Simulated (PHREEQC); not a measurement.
PHREEQC input (ion-association model, phreeqc.dat):

```
SOLUTION_SPECIES
  SO4-2 + 9 H+ + 8 e- = HS- + 4 H2O  # shut off: sulfate is not reduced
    -log_k -100
    -delta_h 0
    -analytic -100
SOLUTION 0
  temp 25
  units mmol/kgw
  pH 7 charge
  Cl 0.89
  Cd 0.44
  S(6) 0.42
  Mg 0.42
SOLUTION 1-40
  temp 25
  units mmol/kgw
  pH 7 charge
  Cl 206.21
  K 4.2
  Mn(2) 71
  Na 60
END
EXCHANGE 1-40
  X 0.00068
  -equilibrate 1
END
SELECTED_OUTPUT 1
  -reset false
  -pH true
  -pe true
  -ionic_strength true
  -water true
  -step true
  -totals Cd Cl K Mg Mn Na S Mn(2) Mn(3) S(-2)
    S(6)
  -molalities CdX2 KX MnX2 MgX2 NaX
  -saturation_indices Pyrochroite Halite Sylvite Cd(OH)2
PRINT
  -reset false
TRANSPORT
  -cells 40
  -shifts 120
  -lengths 0.0125
  -time_step 3600
  -dispersivities 0.04
  -boundary_conditions flux flux
  -correct_disp true
  -punch_cells 40
  -punch_frequency 4
END
```

Selected output (columns that matter, 14 of 31 rows; pore volumes added in front):

```
pore volumes	pH	mu	Cd	Cl	K	Mg	Mn	Na	S	m_CdX2	si_Pyrochroite	si_Halite	si_Sylvite	si_Cd(OH)2
0	5.0994	0.24907	0	0.20621	0.0042	0	0.071	0.06	0	0	-6.7619	-3.7964	-4.3072	-1000
0.2125	5.0994	0.24907	3.4925e-09	0.20621	0.0042	3.1378e-09	0.070999	0.059999	3.544e-09	3.9029e-12	-6.7619	-3.7964	-4.3072	-13.365
0.5125	5.0985	0.23583	2.4563e-05	0.19451	0.0039656	2.2707e-05	0.066945	0.056595	2.3938e-05	3.0567e-08	-6.7785	-3.8422	-4.3513	-9.4927
0.7125	5.0952	0.19201	0.00010422	0.15626	0.003193	9.6847e-05	0.053708	0.045447	0.00010217	1.9199e-07	-6.8421	-4.014	-4.5179	-8.7742
0.9125	5.0892	0.1348	0.00020208	0.10752	0.0022029	0.00018881	0.036855	0.031223	0.00020187	7.0348e-07	-6.9551	-4.308	-4.8048	-8.3399
1.2125	5.0767	0.066303	0.00029924	0.051135	0.0010502	0.00028484	0.017397	0.014747	0.00031722	3.3614e-06	-7.1958	-4.8988	-5.3845	-7.9083
1.4125	5.0677	0.038758	0.00032118	0.02913	0.00059706	0.00031302	0.0098355	0.0083081	0.00036223	8.1657e-06	-7.3915	-5.3547	-5.8333	-7.7078
1.6125	5.0591	0.022346	0.00032007	0.016207	0.00032902	0.00032229	0.0054197	0.0045208	0.00038867	1.7752e-05	-7.6068	-5.8409	-6.3121	-7.5606
1.8125	5.0517	0.013138	0.00030927	0.0090029	0.00017812	0.00032311	0.0029757	0.0024054	0.0004034	3.4215e-05	-7.8336	-6.3442	-6.8067	-7.4572
2.1125	5.0436	0.0066507	0.00030026	0.0039295	6.9871e-05	0.00032672	0.0012567	0.00090983	0.00041378	7.2219e-05	-8.1752	-7.1003	-7.5462	-7.354
2.3125	5.0403	0.0047637	0.00030843	0.0024501	3.7284e-05	0.00033721	0.00073718	0.0004708	0.00041681	0.00010245	-8.3943	-7.5816	-8.0138	-7.299
2.5125	5.0381	0.0037892	0.00032732	0.0016855	1.9846e-05	0.00035335	0.00044444	0.00024224	0.00041837	0.00013136	-8.6066	-8.0269	-8.4443	-7.2481
2.8125	5.0365	0.0031398	0.00036351	0.0011773	7.6603e-06	0.00037923	0.00021214	8.8701e-05	0.00041941	0.00016491	-8.9223	-8.6154	-9.0098	-7.1845
3.0125	5.0359	0.0029568	0.00038538	0.0010351	4.0434e-06	0.00039301	0.00012925	4.5224e-05	0.0004197	0.0001797	-9.1359	-8.963	-9.3423	-7.1538
```
